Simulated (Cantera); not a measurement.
## SiH4 + H2 (silicon epitaxy and polysilicon growth)

A closed system holds: 1 mol SiH4, 180 mol H2, equilibrated at 15.8 Torr.

Cantera equilibrium calculation (NASA polynomials, part measured and part estimated; ideal gas, pure solids and liquids). Candidate condensed phases: Si; 9 gas species. Gases not in the tables: Si2H6 and higher silanes. Kinetics and transport are ignored.

From 900 °C to 1400 °C the condensed part is Si(s). At 1450 °C the condensed part is Si(l). The main Si-bearing gas is SiH4 at 900 °C and Si at 1450 °C.

```tsv
T (°C)	log p H2	log p H	log p Si	log p SiH2	log p SiH	log p Si2	log p Si3	log p SiH4	n Si(s)	n Si(l)
900	-1.68	-7.77	-12.31	-9.84	-11.89	<-13	<-13	-9.57	1.000	0
950	-1.68	-7.36	-11.49	-9.41	-11.22	<-13	<-13	-9.52	1.000	0
1000	-1.68	-6.99	-10.74	-9.00	-10.60	<-13	<-13	-9.49	1.000	0
1050	-1.68	-6.64	-10.05	-8.63	-10.03	-13.57	<-13	-9.45	1.000	0
1100	-1.68	-6.32	-9.41	-8.28	-9.50	-12.74	-13.60	-9.42	1.000	0
1150	-1.68	-6.02	-8.82	-7.96	-9.00	-11.96	-12.78	-9.39	1.000	0
1200	-1.68	-5.74	-8.26	-7.66	-8.54	-11.24	-12.01	-9.36	1.000	0
1250	-1.68	-5.48	-7.74	-7.38	-8.12	-10.57	-11.29	-9.33	0.999	0
1300	-1.68	-5.23	-7.26	-7.11	-7.72	-9.94	-10.62	-9.31	0.999	0
1350	-1.68	-5.00	-6.81	-6.87	-7.34	-9.35	-9.99	-9.28	0.997	0
1400	-1.68	-4.78	-6.38	-6.64	-6.99	-8.79	-9.40	-9.26	0.993	0
1450	-1.68	-4.58	-6.01	-6.45	-6.69	-8.33	-8.94	-9.27	0	0.986
```
log p: log10 of the partial pressure in bar; n: condensed amount in mol.
